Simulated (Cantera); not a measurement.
Feed: 1 mol C₆H₆, 0.064 mol H₂O, held at 1677 °C.

Method: chemical equilibrium by Gibbs-energy minimisation in Cantera with the NASA 1993 tables (ideal gas, pure condensed phases). Candidate condensed phases: C, C₆H₆, C₇H₈, C₈H₁₈, H₂O; 110 gas species. Rates play no part.

### Question
At 220 Pa, list the 4 most abundant gas species with their mole fractions, and the condensed phases.

### Answer
H₂ 0.955, H 0.0239, CO 0.0202, C₂H₂ (acetylene) 0.000522. Condensed: C(graphite).
